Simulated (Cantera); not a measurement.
A closed system holds: 1 mol N₂O, a varied amount of SO₂, 0.15 mol O₂, held at 2675 K and 0.810 bar.

Method: chemical equilibrium by Gibbs-energy minimisation in Cantera with the NASA 1993 tables (ideal gas, pure condensed phases). Candidate condensed phases: S; 17 gas species. Rates play no part.

x: gas mole fraction; nothing condenses.

| n(SO₂) (mol) | x N₂ | x O₂ | x SO₂ | x NO | x O | x SO | x SO₃ |
|---|---|---|---|---|---|---|---|
| 0.0083 | 0.579 | 0.360 | 0.00482 | 0.0344 | 0.0216 | 0.000128 | 3.60e-6 |
| 0.013 | 0.578 | 0.359 | 0.00752 | 0.0343 | 0.0216 | 0.000201 | 5.62e-6 |
| 0.019 | 0.576 | 0.357 | 0.0110 | 0.0342 | 0.0216 | 0.000293 | 8.17e-6 |
| 0.028 | 0.572 | 0.356 | 0.0161 | 0.0340 | 0.0215 | 0.000430 | 1.19e-5 |
| 0.043 | 0.567 | 0.352 | … | 0.0337 | 0.0214 | … | … |
| 0.064 | 0.560 | 0.348 | 0.0359 | 0.0333 | 0.0213 | 0.000972 | 2.64e-5 |
| 0.096 | 0.550 | 0.342 | 0.0529 | 0.0327 | 0.0211 | 0.00144 | 3.86e-5 |
| 0.14 | 0.536 | 0.334 | 0.0752 | 0.0319 | 0.0208 | 0.00208 | 5.42e-5 |
| 0.22 | 0.513 | 0.320 | 0.113 | 0.0305 | 0.0204 | 0.00319 | 7.97e-5 |
| 0.33 | 0.484 | 0.302 | … | 0.0288 | 0.0198 | … | … |
| 0.49 | 0.448 | 0.280 | 0.219 | 0.0267 | 0.0191 | 0.00662 | 0.000145 |

Complete the blanks.


- 0.043, x SO₂: 0.0244
- 0.043, x SO: 0.000658
- 0.043, x SO₃: 1.81e-5
- 0.33, x SO₂: 0.160
- 0.33, x SO: 0.00464
- 0.33, x SO₃: 0.000110
